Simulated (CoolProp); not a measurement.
Fluorine along the isotherm -114.65 °C: density (kg/m³) from the reference equation and from simpler models built on Tc = -128.7 °C, pc = 5.240 MPa, ω = 0.045; each cubic takes its own stable root.

Model: reference Helmholtz-energy equation of state, de Reuck 1990, in CoolProp.

```json
[
 {"p (MPa)": "0.187", "phase": "gas", "reference": "5.439"},
 {"p (MPa)": "0.374", "phase": "gas", "reference": "10.98"},
 {"p (MPa)": "0.561", "phase": "gas", "reference": "16.62"},
 {"p (MPa)": "0.749", "phase": "gas", "reference": "22.40"},
 {"p (MPa)": "0.936", "phase": "gas", "reference": "28.27"},
 {"p (MPa)": "1.12", "phase": "gas", "reference": "34.16"},
 {"p (MPa)": "1.31", "phase": "gas", "reference": "40.37"},
 {"p (MPa)": "1.5", "phase": "gas", "reference": "46.73"},
 {"p (MPa)": "1.68", "phase": "gas", "reference": "52.88"},
 {"p (MPa)": "1.87", "phase": "gas", "reference": "59.53"},
 {"p (MPa)": "2.06", "phase": "gas", "reference": "66.34"},
 {"p (MPa)": "2.25", "phase": "gas", "reference": "73.33"},
 {"p (MPa)": "2.43", "phase": "gas", "reference": "80.12"},
 {"p (MPa)": "2.62", "phase": "gas", "reference": "87.47"}
]
```

### Question
How far does each simpler model (ideal gas, van der Waals) lie from the reference over these 14 states: mean and median of the absolute difference, and the worst?

### Answer
- ideal gas: mean 7.1 %, median 6.9 %, worst -13.6 % at -114.65 °C and 2.62 MPa
- van der Waals: mean 0.3 %, median 0.3 %, worst -0.6 % at -114.65 °C and 2.62 MPa
